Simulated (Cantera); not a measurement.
Feed: 1 mol SiH₂Cl₂, 0.12 mol C₂H₄, 1100 mol H₂, 0.031 mol C₂H₂, held at 76000 Pa.

These are equilibrium values from Cantera (NASA tables, ideal gas, pure condensed phases), not measurements of a reactor. Candidate condensed phases: C, C₆H₆, C₇H₈, C₈H₁₈, Si, SiC; 109 gas species. Mutual solubility and eutectic melting of coexisting phases are not modelled. Gases not in the tables: Si₂H₆ and higher silanes. Rates play no part.

What share of the Si ends up in condensed phases as a function of T (K), at 1973, 1998, 2023, 2048, 2073, 2098, 2123, 2148, 2173, 2198?


```csv
T (K),Si condensed (%),as
1973,80.9,Si(l) + SiC(s)
1998,76.8,Si(l) + SiC(s)
2023,71.8,Si(l) + SiC(s)
2048,65.6,Si(l) + SiC(s)
2073,57.9,Si(l) + SiC(s)
2098,48.5,Si(l) + SiC(s)
2123,37.0,Si(l) + SiC(s)
2148,22.9,Si(l) + SiC(s)
2173,18.9,SiC(s)
2198,13.2,SiC(s)
```
